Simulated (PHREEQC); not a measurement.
Dissolve 0.0084 mol/kgw MgSO4 and 0.3 mol/kgw NH4HCO3 at 25 °C. Closed to the air; pH follows from the charge balance.

Computed with PHREEQC (ion-association model, phreeqc.dat).

```json
{
  "pH": "7.74",
  "ionic_strength": "0.312 mol/kgw",
  "activity_of_water": "0.990",
  "specific_conductance": "26700 µS/cm",
  "density": "1.008 g/cm³",
  "total_alkalinity": "300 meq/kg"
}
```

```json
[
 {"species": "NH4+", "molality": "0.291", "activity": "0.186", "log γ": "-0.195"},
 {"species": "HCO3-", "molality": "0.286", "activity": "0.205", "log γ": "-0.143"},
 {"species": "CO2", "molality": "0.00791", "activity": "0.00850", "log γ": "0.031"},
 {"species": "NH3", "molality": "0.00540", "activity": "0.00581", "log γ": "0.031"},
 {"species": "SO4-2", "molality": "0.00450", "activity": "0.00111", "log γ": "-0.607"},
 {"species": "MgHCO3+", "molality": "0.00397", "activity": "0.00272", "log γ": "-0.164"},
 {"species": "NH4SO4-", "molality": "0.00363", "activity": "0.00266", "log γ": "-0.135"},
 {"species": "Mg+2", "molality": "0.00362", "activity": "0.00113", "log γ": "-0.505"},
 {"species": "CO3-2", "molality": "0.00198", "activity": "0.000529", "log γ": "-0.573"}
]
```

This is a speciation only: nothing precipitates in the calculation. Carbamate, which ammonia and carbonate form, is missing from the database.
